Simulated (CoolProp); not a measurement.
Saturation properties of the fluoroketone C6F12O (FK-5-1-12) (Tc = 168.7 °C, pc = 1.869 MPa, ω = 0.471).

Values from CoolProp's reference Helmholtz-energy equation of state, McLinden 2015.

```json
[
 {"T (°C)": "-2.75", "p (MPa)": "0.01077", "liquid density (kg/m³)": "?", "vapour density (kg/m³)": "1.533", "enthalpy of vaporisation (kJ/kg)": "102.3", "liquid cp (kJ/(kg K))": "1.091"},
 {"T (°C)": "-0.05", "p (MPa)": "0.01243", "liquid density (kg/m³)": "1675", "vapour density (kg/m³)": "1.755", "enthalpy of vaporisation (kJ/kg)": "101.6", "liquid cp (kJ/(kg K))": "1.091"},
 {"T (°C)": "2.65", "p (MPa)": "0.01430", "liquid density (kg/m³)": "1668", "vapour density (kg/m³)": "2.002", "enthalpy of vaporisation (kJ/kg)": "100.9", "liquid cp (kJ/(kg K))": "1.092"},
 {"T (°C)": "5.35", "p (MPa)": "0.01640", "liquid density (kg/m³)": "1660", "vapour density (kg/m³)": "2.278", "enthalpy of vaporisation (kJ/kg)": "100.2", "liquid cp (kJ/(kg K))": "1.093"},
 {"T (°C)": "7.95", "p (MPa)": "0.01865", "liquid density (kg/m³)": "1653", "vapour density (kg/m³)": "2.570", "enthalpy of vaporisation (kJ/kg)": "?", "liquid cp (kJ/(kg K))": "1.094"},
 {"T (°C)": "10.65", "p (MPa)": "0.02124", "liquid density (kg/m³)": "1645", "vapour density (kg/m³)": "2.906", "enthalpy of vaporisation (kJ/kg)": "98.74", "liquid cp (kJ/(kg K))": "1.095"},
 {"T (°C)": "13.35", "p (MPa)": "0.02412", "liquid density (kg/m³)": "1637", "vapour density (kg/m³)": "3.276", "enthalpy of vaporisation (kJ/kg)": "98.02", "liquid cp (kJ/(kg K))": "1.096"},
 {"T (°C)": "16.05", "p (MPa)": "0.02731", "liquid density (kg/m³)": "1629", "vapour density (kg/m³)": "3.683", "enthalpy of vaporisation (kJ/kg)": "97.29", "liquid cp (kJ/(kg K))": "1.097"},
 {"T (°C)": "18.75", "p (MPa)": "0.03084", "liquid density (kg/m³)": "1621", "vapour density (kg/m³)": "4.129", "enthalpy of vaporisation (kJ/kg)": "96.55", "liquid cp (kJ/(kg K))": "1.099"},
 {"T (°C)": "21.45", "p (MPa)": "?", "liquid density (kg/m³)": "1613", "vapour density (kg/m³)": "4.618", "enthalpy of vaporisation (kJ/kg)": "95.82", "liquid cp (kJ/(kg K))": "1.100"},
 {"T (°C)": "24.15", "p (MPa)": "0.03898", "liquid density (kg/m³)": "1605", "vapour density (kg/m³)": "5.152", "enthalpy of vaporisation (kJ/kg)": "95.07", "liquid cp (kJ/(kg K))": "1.102"},
 {"T (°C)": "26.85", "p (MPa)": "0.04365", "liquid density (kg/m³)": "1597", "vapour density (kg/m³)": "5.734", "enthalpy of vaporisation (kJ/kg)": "94.33", "liquid cp (kJ/(kg K))": "1.103"},
 {"T (°C)": "29.55", "p (MPa)": "0.04876", "liquid density (kg/m³)": "1588", "vapour density (kg/m³)": "?", "enthalpy of vaporisation (kJ/kg)": "93.58", "liquid cp (kJ/(kg K))": "1.105"}
]
```

**Question.** Fill in the missing entries.

**Answer.** 
- -2.75, liquid density (kg/m³): 1683
- 7.95, enthalpy of vaporisation (kJ/kg): 99.47
- 21.45, p (MPa): 0.03472
- 29.55, vapour density (kg/m³): 6.367

It boils at 49.1 °C under 1 atm.
